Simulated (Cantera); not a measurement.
# Equilibrium for silicates and aluminates: SiO2 + Al2O3 + H2

A closed system holds: 1 mol SiO2, 2.3 mol Al2O3, 0.26 mol H2, equilibrated at 2300 K and 0.278 Torr.

These are equilibrium values from Cantera (NASA tables, ideal gas, pure condensed phases), not measurements of a reactor. Candidate condensed phases: Al, Al2O3, Al2SiO5, Al6Si2O13, H2O, Si, SiO2; 28 gas species. The tables' values for SiO2, AlOH are old estimates; treat these amounts as uncertain. Kinetics and transport are ignored.

```json
{
  "x(SiO)": "0.531",
  "x(O2)": "0.160",
  "x(O)": "0.103",
  "x(H)": "0.0682",
  "x(H2O)": "0.0680",
  "x(OH)": "0.0407",
  "x(H2)": "0.0184",
  "x(SiO2)": "0.0107",
  "x(AlO2H)": "0.000162",
  "n(Al2O3(s))": "2.30 mol",
  "gas_amount": "1.846 mol",
  "log10 activity of Al(l) (absent)": "-7.47",
  "log10 activity of Si(l) (absent)": "-7.73"
}
```
